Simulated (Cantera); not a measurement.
Thermodynamics of metals in furnace atmospheres, feed Cu + CO + H₂

Charge: 1 mol Cu, 2 mol CO, 2.1 mol H₂, held at 525 °C.

Equilibrium computed with Cantera from the NASA thermochemical tables; the gas is ideal and each condensed phase is pure. Candidate condensed phases: C, C₆H₆, C₇H₈, C₈H₁₈, Cu, CuO, Cu(OH)₂, Cu₂O, H₂O; 113 gas species. Kinetics and transport are ignored.

```tsv
P (Pa)	x H₂	x CO	x H₂O	x CO₂	x CH₄	n C(graphite)	n Cu(s)
10	0.513	0.484	0.000609	0.00245	3.65e-5	0.0124	1.00
48	0.516	0.470	0.00285	0.0111	0.000177	0.0557	1.00
230	0.526	0.418	0.0124	0.0422	0.000883	0.209	1.00
1100	0.539	0.305	0.0444	0.107	0.00443	0.522	1.00
5500	0.513	0.174	0.120	0.174	0.0200	0.854	1.00
26000	0.414	0.0871	0.230	0.207	0.0618	1.03	1.00
130000	0.267	0.0403	0.343	0.221	0.128	1.06	1.00
620000	0.147	0.0187	0.420	0.228	0.186	1.03	1.00
3000000	0.0733	0.00859	0.463	0.232	0.223	1.01	1.00
```
x: gas mole fraction; n: condensed amount in mol.

From 10.0 Pa to 30.0 bar the condensed part is C(graphite) + Cu(s).
